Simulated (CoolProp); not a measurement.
Vapour-liquid equilibrium of carbon dioxide (1) + dimethyl ether (2) at -13.55 °C; x and y are mole fractions of (1).

The numbers come from the multi-fluid Helmholtz-energy mixture model, Span 1996 and Wu 2011; pair parameters Bell 2016 in CoolProp.

```
x      bubble pressure, mixture model (MPa)  bubble pressure, Raoult's law (MPa)  y, mixture model  y, Raoult's law
-----  ------------------------------------  -----------------------------------  ----------------  ---------------
0.05                                 0.2311                               0.2727             0.324            0.438
0.125                                0.3446                               0.4399             0.572            0.679
0.2                                  0.4687                               0.6071             0.705            0.788
0.275                                0.6036                               0.7744             0.788            0.849
0.35                                 0.7494                               0.9416             0.843            0.889
0.425                                0.9058                                1.109             0.882            0.916
0.5                                   1.073                                1.276             0.912            0.937
0.575                                 1.249                                1.443             0.934            0.953
0.65                                  1.434                                1.610             0.951            0.965
0.725                                 1.627                                1.778             0.965            0.975
0.8                                   1.826                                1.945             0.977            0.983
0.875                                 2.031                                2.112             0.986            0.990
0.95                                  2.244                                2.279             0.995            0.996
```

The largest gap from Raoult's law is -22.8 % in bubble pressure, at x = 0.2. No azeotrope shows between x = 0.05 and 0.95.

The pair parameters rest on a limited set of measurements; away from them the model extrapolates.
